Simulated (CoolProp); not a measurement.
C3F8 (R218) at 356.8 K and 3 MPa flows at 0.19 m/s in a round tube of 25 mm bore and 1.5 µm roughness, fully developed (64/Re and Nu = 3.66 if laminar; Colebrook and Gnielinski if turbulent). Each further row changes one setting.

Computed with CoolProp (reference Helmholtz-energy equation of state, Lemmon 2006). It is a short technical equation, of lower accuracy than the large ones.

| case | Reynolds number | Darcy friction factor | pressure drop (Pa/m) | heat-transfer coefficient (W/(m² K)) | mass flow (kg/h) |
|---|---|---|---|---|---|
| as stated | 76200 | 0.0193 | 5.72 | ___ | 138 |
| velocity 0.38 m/s | 152000 | 0.0169 | 20.0 | ___ | ___ |
| diameter 50 mm | 152000 | 0.0167 | 2.47 | ___ | 551 |

Q: Some entries are withheld; supply them.

A: 
- as stated, heat-transfer coefficient (W/(m² K)): 302
- velocity 0.38 m/s, heat-transfer coefficient (W/(m² K)): 540
- velocity 0.38 m/s, mass flow (kg/h): 275
- diameter 50 mm, heat-transfer coefficient (W/(m² K)): 267

Viscosity comes from a separate model (Huber 2003), an estimate that may be off by 10 % or more. Thermal conductivity comes from a separate model (Huber 2003), an estimate that may be off by 10 % or more.
